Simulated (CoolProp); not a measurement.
Saturated liquid density (kg/m³) of CF4 (R14): the reference equation beside estimates from Tc = -45.8 °C, pc = 3.762 MPa, ω = 0.178. Rackett uses Z = 0.29056 − 0.08775 ω.

The numbers come from the reference Helmholtz-energy equation of state, Platzer 1990 in CoolProp. This equation is an older, rougher fit; its heat capacities, sound speeds and derivatives of the liquid may be far off and weren't checked against measurements.

```
T (°C)   reference  Rackett  Redlich-Kwong  Soave-Redlich-Kwong  Peng-Robinson
-------  ---------  -------  -------------  -------------------  -------------
-140.05       1666     1739           1607                 1635           1845
-132.75       1628      [?]           1567                 1597           1804
-125.35       1589     1658           1523                 1556           1760
-118.05       1549     1616           1476                 1513           1712
-110.65       1506     1571            [?]                 1465           1659
-103.35       1462     1524           1373                 1413           1603
-95.95        1415     1474           1315                 1357           1539
-88.65        1366      [?]           1253                 1295           1469
-81.25        1311     1362           1184                 1225           1390
-73.95        1250     1297           1108                 1147           1301
```

Question: Fill in the missing entries.

Answer: 
- -132.75, Rackett: 1700
- -110.65, Redlich-Kwong: 1426
- -88.65, Rackett: 1420

Absolute difference from the reference over all 10 rows, mean and median: Rackett 4.2 and 4.3 %, Redlich-Kwong 6.4 and 5.7 %, Soave-Redlich-Kwong 3.8 and 3.0 %, Peng-Robinson 8.9 and 9.9 %.
